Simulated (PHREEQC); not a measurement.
PHREEQC input (Pitzer model, pitzer.dat):

```
SOLUTION 1
  temp 25
  units mol/kgw
  pH 7 charge
  Cl 0.1245
  K 0.009
  Ca 0.0034
  Mg 0.052
  Na 0.0047
END
USE solution 1
INCREMENTAL_REACTIONS false
REACTION 1
  H2O -1
  0 9.886 18.011 24.689 30.178 34.689 38.397 41.444
  43.949 46.007 47.699 49.089 50.232 51.172 51.944 52.578
  53.1 53.528 53.88 54.17 54.408 54.603 54.764 54.896
  55.005 moles
EQUILIBRIUM_PHASES 1
  Bischofite 0 0
  Brucite 0 0
  Carnallite 0 0
  Halite 0 0
  Portlandite 0 0
  Sylvite 0 0
  MgCl2_4H2O 0 0
SELECTED_OUTPUT 1
  -reset false
  -pH true
  -pe true
  -ionic_strength true
  -water true
  -activities H2O
  -totals Ca Cl K Mg Na
  -molalities H+ Na+ K+ Mg+2 Ca+2 Cl- OH- MgOH+
  -equilibrium_phases Bischofite Brucite Carnallite Halite Portlandite Sylvite MgCl2_4H2O
PRINT
  -reset false
END
```

Selected output (columns that matter, 18 of 25 rows; water left (kg) added in front):

```
water left (kg)	pH	mu	Ca	Cl	K	Mg	Na	m_H+	m_Na+	m_K+	la_H2O	Carnallite	Halite	Sylvite
1	6.713	0.1799	0.0034	0.1245	0.009	0.052	0.0047	2.4649e-07	0.0047	0.009	-0.0013212	0	0	0
0.821894	6.69	0.21888	0.0041368	0.15148	0.01095	0.063269	0.0057185	2.6084e-07	0.0057185	0.01095	-0.0016038	0	0	0
0.555203	6.6396	0.32403	0.0061239	0.22424	0.01621	0.093659	0.0084654	2.9258e-07	0.0084654	0.01621	-0.0023715	0	0	0
0.456313	6.6116	0.39425	0.007451	0.27284	0.019723	0.11396	0.0103	3.1014e-07	0.0103	0.019723	-0.0028897	0	0	0
0.30824	6.5477	0.58364	0.01103	0.40391	0.029198	0.1687	0.015248	3.4934e-07	0.015248	0.029198	-0.004314	0	0	0
0.253345	6.5104	0.7101	0.01342	0.49142	0.035525	0.20525	0.018552	3.7148e-07	0.018552	0.035525	-0.0052886	0	0	0
0.208215	6.4683	0.86401	0.016329	0.59794	0.043225	0.24974	0.022573	3.9582e-07	0.022573	0.043225	-0.0065027	0	0	0
0.140655	6.364	1.279	0.024173	0.88515	0.063986	0.3697	0.033415	4.5366e-07	0.033415	0.063986	-0.0099451	0	0	0
0.115613	6.2982	1.5561	0.029409	1.0769	0.077846	0.44978	0.040653	4.8921e-07	0.040653	0.077846	-0.012394	0	0	0
0.0780853	6.1254	2.3039	0.043542	1.5944	0.11526	0.66594	0.060191	5.8252e-07	0.060191	0.11526	-0.019692	0	0	0
0.0641769	6.0109	2.8032	0.052979	1.94	0.14024	0.81026	0.073235	6.4639e-07	0.073235	0.14024	-0.025177	0	0	0
0.0433504	5.7003	4.1499	0.078431	2.8719	0.20761	1.1995	0.10842	8.3611e-07	0.10842	0.20761	-0.042674	0	0	0
0.0356396	5.4915	5.0478	0.0954	3.4933	0.25253	1.4591	0.13188	9.8114e-07	0.13188	0.25253	-0.05668	0	0	0
0.0292979	5.2363	6.1404	0.11605	4.2494	0.30719	1.7749	0.16042	1.1807e-06	0.16042	0.30719	-0.076378	0	0	0
0.0197855	4.5483	9.0925	0.17184	6.2925	0.45488	2.6282	0.23755	1.8584e-06	0.23755	0.45488	-0.14481	0	0	0
0.0162724	4.0963	11.056	0.20894	7.651	0.55309	3.1956	0.28883	2.425e-06	0.28883	0.55309	-0.20304	0	0	0
0.0102299	3.237	14.631	0.33236	9.9062	0.18907	4.3924	0.26755	3.6505e-06	0.26755	0.18907	-0.3413	0.0070658	0.001963	0
0.00807804	2.5902	17.416	0.42089	11.648	0.024025	5.3471	0.088066	4.649e-06	0.088066	0.024025	-0.47779	0.0088059	0.0039886	0
```
